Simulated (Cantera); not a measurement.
**Adiabatic ignition**

An adiabatic, constant-pressure homogeneous reactor starts with CO : H2 : O2 : N2 = 1 : 0.15 : 0.261 : 0.983 (molar parts), at 1150 K and 8250 Torr.

Computed with Cantera and GRI-Mech 3.0 (53 species, 325 reactions). The hydrogen kinetics of GRI-Mech 3.0 are dated; newer H2 mechanisms differ, most at raised pressure.

```json
[
 {"t (s)": "1.00e-6", "T (K)": "1150", "x CO": "0.418", "x H2": "0.0627", "x O2": "0.109", "x NO2": "<1e-12", "x H": "4.55e-9", "x H2O2": "1.64e-11", "x OH": "9.64e-10"},
 {"t (s)": "2.77e-6", "T (K)": "1150", "x CO": "0.418", "x H2": "0.0627", "x O2": "0.109", "x NO2": "<1e-12", "x H": "9.40e-9", "x H2O2": "2.50e-10", "x OH": "2.19e-9"},
 {"t (s)": "7.65e-6", "T (K)": "1150", "x CO": "0.418", "x H2": "0.0627", "x O2": "0.109", "x NO2": "<1e-12", "x H": "2.91e-8", "x H2O2": "3.37e-9", "x OH": "7.54e-9"},
 {"t (s)": "2.11e-5", "T (K)": "1150", "x CO": "0.418", "x H2": "0.0626", "x O2": "0.109", "x NO2": "<1e-12", "x H": "2.97e-7", "x H2O2": "9.30e-8", "x OH": "8.09e-8"},
 {"t (s)": "5.85e-5", "T (K)": "1176", "x CO": "0.417", "x H2": "0.0612", "x O2": "0.107", "x NO2": "7.72e-12", "x H": "2.45e-5", "x H2O2": "0.000112", "x OH": "8.32e-6"},
 {"t (s)": "0.000162", "T (K)": "2738", "x CO": "0.283", "x H2": "0.0124", "x O2": "0.000535", "x NO2": "4.23e-8", "x H": "0.00223", "x H2O2": "4.78e-8", "x OH": "0.00262"},
 {"t (s)": "0.000447", "T (K)": "2736", "x CO": "0.283", "x H2": "0.0125", "x O2": "0.000512", "x NO2": "8.32e-8", "x H": "0.00220", "x H2O2": "4.64e-8", "x OH": "0.00257"},
 {"t (s)": "0.00124", "T (K)": "2733", "x CO": "0.283", "x H2": "0.0125", "x O2": "0.000497", "x NO2": "1.31e-7", "x H": "0.00218", "x H2O2": "4.55e-8", "x OH": "0.00253"},
 {"t (s)": "0.00342", "T (K)": "2732", "x CO": "0.283", "x H2": "0.0125", "x O2": "0.000494", "x NO2": "1.42e-7", "x H": "0.00218", "x H2O2": "4.52e-8", "x OH": "0.00252"},
 {"t (s)": "0.00946", "T (K)": "2732", "x CO": "0.283", "x H2": "0.0125", "x O2": "0.000494", "x NO2": "1.42e-7", "x H": "0.00218", "x H2O2": "4.52e-8", "x OH": "0.00252"},
 {"t (s)": "0.0262", "T (K)": "2732", "x CO": "0.283", "x H2": "0.0125", "x O2": "0.000494", "x NO2": "1.42e-7", "x H": "0.00218", "x H2O2": "4.52e-8", "x OH": "0.00252"},
 {"t (s)": "0.0723", "T (K)": "2732", "x CO": "0.283", "x H2": "0.0125", "x O2": "0.000494", "x NO2": "1.42e-7", "x H": "0.00218", "x H2O2": "4.52e-8", "x OH": "0.00252"},
 {"t (s)": "0.200", "T (K)": "2732", "x CO": "0.283", "x H2": "0.0125", "x O2": "0.000494", "x NO2": "1.42e-7", "x H": "0.00218", "x H2O2": "4.52e-8", "x OH": "0.00252"}
]
```
x: mole fraction; the columns are a selection and need not sum to one.

```yaml
time_of_steepest_temperature_rise: 75.8 µs
temperature at 0.200 s: 2732 K
equilibrium_temperature: 2732 K
x(CO) at 0.200 s: 0.283 (gas-phase equilibrium 0.283)
x(H2) at 0.200 s: 0.0125 (gas-phase equilibrium 0.0125)
x(O2) at 0.200 s: 0.000494 (gas-phase equilibrium 0.000494)
```
